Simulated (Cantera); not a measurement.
Feed: 1 mol Si3N4, 0.01 mol N2O, a varied amount of H2, held at 0.0133 bar.

Points: T (K) = 950, 1000, 1050, 1100, 1150, 1200, 1250, 1300, 1350, 1400, 1450, 1500; n(H2) (mol) = 60, 82, 110, 150, 200, 280, 370.

Cantera's Mixture.equilibrate('TP', solver="vcs", rtol=1e-11, max_steps=5000) on the NASA tables stopped like this:

```
ERROR: FAILURE its = 5001!

*******************************************************************************
CanteraError thrown by MultiPhase::equilibrate:
VCS solver failed. Return code: -1
*******************************************************************************
```

What got this run through?

One answer among several that fit: The failure is numerical, not chemical. The same input converged with solver="gibbs", rtol=1e-10, max_steps=50000, and the result passed a check of the equilibrium conditions:
```
    950         60  Si2N2O(s) + Si3N4(a)
    950         82  Si2N2O(s) + Si3N4(a)
    950        110  Si2N2O(s) + Si3N4(a)
    950        150  Si2N2O(s) + Si3N4(a)
    950        200  Si2N2O(s) + Si3N4(a)
    950        280  Si2N2O(s) + Si3N4(a)
    950        370  Si2N2O(s) + Si3N4(a)
   1000         60  Si2N2O(s) + Si3N4(a)
   1000         82  Si2N2O(s) + Si3N4(a)
   1000        110  Si2N2O(s) + Si3N4(a)
   1000        150  Si2N2O(s) + Si3N4(a)
   1000        200  Si2N2O(s) + Si3N4(a)
   1000        280  Si2N2O(s) + Si3N4(a)
   1000        370  Si2N2O(s) + Si3N4(a)
   1050         60  Si2N2O(s) + Si3N4(a)
   1050         82  Si2N2O(s) + Si3N4(a)
   1050        110  Si2N2O(s) + Si3N4(a)
   1050        150  Si2N2O(s) + Si3N4(a)
   1050        200  Si2N2O(s) + Si3N4(a)
   1050        280  Si2N2O(s) + Si3N4(a)
   1050        370  Si2N2O(s) + Si3N4(a)
   1100         60  Si2N2O(s) + Si3N4(a)
   1100         82  Si2N2O(s) + Si3N4(a)
   1100        110  Si2N2O(s) + Si3N4(a)
   1100        150  Si2N2O(s) + Si3N4(a)
   1100        200  Si2N2O(s) + Si3N4(a)
   1100        280  Si2N2O(s) + Si3N4(a)
   1100        370  Si2N2O(s) + Si3N4(a)
   1150         60  Si2N2O(s) + Si3N4(a)
   1150         82  Si2N2O(s) + Si3N4(a)
   1150        110  Si2N2O(s) + Si3N4(a)
   1150        150  Si2N2O(s) + Si3N4(a)
   1150        200  Si2N2O(s) + Si3N4(a)
   1150        280  Si2N2O(s) + Si3N4(a)
   1150        370  Si2N2O(s) + Si3N4(a)
   1200         60  Si2N2O(s) + Si3N4(a)
   1200         82  Si2N2O(s) + Si3N4(a)
   1200        110  Si2N2O(s) + Si3N4(a)
   1200        150  Si2N2O(s) + Si3N4(a)
   1200        200  Si2N2O(s) + Si3N4(a)
   1200        280  Si2N2O(s) + Si3N4(a)
   1200        370  Si2N2O(s) + Si3N4(a)
   1250         60  Si2N2O(s) + Si3N4(a)
   1250         82  Si2N2O(s) + Si3N4(a)
   1250        110  Si2N2O(s) + Si3N4(a)
   1250        150  Si2N2O(s) + Si3N4(a)
   1250        200  Si2N2O(s) + Si3N4(a)
   1250        280  Si2N2O(s) + Si3N4(a)
   1250        370  Si2N2O(s) + Si3N4(a)
   1300         60  Si2N2O(s) + Si3N4(a)
   1300         82  Si2N2O(s) + Si3N4(a)
   1300        110  Si2N2O(s) + Si3N4(a)
   1300        150  Si2N2O(s) + Si3N4(a)
   1300        200  Si2N2O(s) + Si3N4(a)
   1300        280  Si2N2O(s) + Si3N4(a)
   1300        370  Si(cr) + Si2N2O(s) + Si3N4(a)
   1350         60  Si2N2O(s) + Si3N4(a)
   1350         82  Si2N2O(s) + Si3N4(a)
   1350        110  Si(cr) + Si2N2O(s) + Si3N4(a)
   1350        150  Si(cr) + Si2N2O(s) + Si3N4(a)
   1350        200  Si(cr) + Si2N2O(s) + Si3N4(a)
   1350        280  Si(cr) + Si2N2O(s) + Si3N4(a)
   1350        370  Si(cr) + Si2N2O(s) + Si3N4(a)
   1400         60  Si(cr) + Si2N2O(s) + Si3N4(a)
   1400         82  Si(cr) + Si2N2O(s) + Si3N4(a)
   1400        110  Si(cr) + Si2N2O(s) + Si3N4(a)
   1400        150  Si(cr) + Si2N2O(s) + Si3N4(a)
   1400        200  Si(cr) + Si2N2O(s) + Si3N4(a)
   1400        280  Si(cr) + Si2N2O(s) + Si3N4(a)
   1400        370  Si(cr) + Si2N2O(s) + Si3N4(a)
   1450         60  Si(cr) + Si2N2O(s) + Si3N4(a)
   1450         82  Si(cr) + Si2N2O(s) + Si3N4(a)
   1450        110  Si(cr) + Si2N2O(s) + Si3N4(a)
   1450        150  Si(cr) + Si2N2O(s) + Si3N4(a)
   1450        200  Si(cr) + Si2N2O(s) + Si3N4(a)
   1450        280  Si(cr) + Si2N2O(s) + Si3N4(a)
   1450        370  Si(cr) + Si2N2O(s) + Si3N4(a)
   1500         60  Si(cr) + Si2N2O(s) + Si3N4(a)
   1500         82  Si(cr) + Si2N2O(s) + Si3N4(a)
   1500        110  Si(cr) + Si2N2O(s) + Si3N4(a)
   1500        150  Si(cr) + Si2N2O(s) + Si3N4(a)
   1500        200  Si(cr) + Si3N4(a)
   1500        280  Si(cr) + Si3N4(a)
   1500        370  Si(cr) + Si3N4(a)
```

The gas is ideal and each condensed phase is pure. Mutual solubility and eutectic melting of coexisting phases are not modelled.
